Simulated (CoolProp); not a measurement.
Ethylene at 298.15 K and 6.31 MPa is throttled through a valve to 1.79 MPa with no heat exchange. Each further row changes one setting.

Values from CoolProp's reference Helmholtz-energy equation of state, Smukala 2000.

```json
[
 {"case": "as stated", "temperature change (K)": "…", "final phase": "two-phase, vapour fraction 0.877", "final density (kg/m³)": "…"},
 {"case": "outlet pressure 0.537 MPa", "temperature change (K)": "-94.0", "final phase": "…", "final density (kg/m³)": "…"},
 {"case": "outlet pressure 2.33 MPa", "temperature change (K)": "…", "final phase": "…", "final density (kg/m³)": "50.8"}
]
```

Problem. Fill in the missing entries.

Solution. 
- as stated, temperature change (K): -57.8
- as stated, final density (kg/m³): 37.7
- outlet pressure 0.537 MPa, final phase: two-phase, vapour fraction 0.931
- outlet pressure 0.537 MPa, final density (kg/m³): 10.7
- outlet pressure 2.33 MPa, temperature change (K): -48.1
- outlet pressure 2.33 MPa, final phase: two-phase, vapour fraction 0.872
